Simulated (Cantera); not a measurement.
Charge: 1 mol C3H6, 0.21 mol O2, held at 0.00330 bar.

Equilibrium computed with Cantera from the NASA thermochemical tables; the gas is ideal and each condensed phase is pure. Candidate condensed phases: C, C6H6, C7H8, C8H18, H2O; 110 gas species. Kinetics and transport are ignored. All values below are at 2623 K.

Base state: H 0.476, H2 0.421, CO 0.0934, C2H2 (acetylene) 0.00746, C3 0.000931, C2H 0.000776, C 0.000253, C2 8.78e-5 (mole fractions); condensed: C(graphite).

What changes in the equilibrium state with this change: O2 from 0.21 to 0.62 mol?


| species | before | after |
|---|---|---|
| H | 0.476 | 0.425 |
| H2 | 0.421 | 0.337 |
| CO | 0.0934 | 0.230 |
| C2H2 (acetylene) | 0.00746 | 0.00597 |
| C4H2 | 5.48e-5 | 4.38e-5 |
| C2H | 0.000776 | 0.000694 |
| C | 0.000253 | 0.000253 |
| C3 | 0.000931 | 0.000931 |
| C(graphite), mol | 2.49 | 1.67 |
